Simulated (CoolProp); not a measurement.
Saturation properties of R1123.

Values from CoolProp's reference Helmholtz-energy equation of state, Akasaka 2020.

| T (K) | p (MPa) | liquid density (kg/m³) | vapour density (kg/m³) | enthalpy of vaporisation (kJ/kg) | liquid cp (kJ/(kg K)) |
|---|---|---|---|---|---|
| 203.7 | 0.06498 | 1370 | 3.233 | 231.5 | 1.269 |
| 215.7 | 0.1227 | 1333 | 5.857 | 222.9 | 1.288 |
| 227.7 | 0.2145 | 1294 | 9.901 | 213.8 | 1.313 |
| 239.8 | 0.3530 | 1253 | 15.91 | 204.0 | 1.344 |
| 251.8 | 0.5488 | 1209 | 24.38 | 193.5 | 1.384 |
| 263.8 | 0.8166 | 1163 | 36.16 | 181.9 | 1.436 |
| 275.8 | 1.172 | 1111 | 52.38 | 168.8 | 1.506 |
| 287.9 | 1.634 | 1054 | 75.01 | 153.6 | 1.610 |

It boils at 211.9 K under 1 atm.
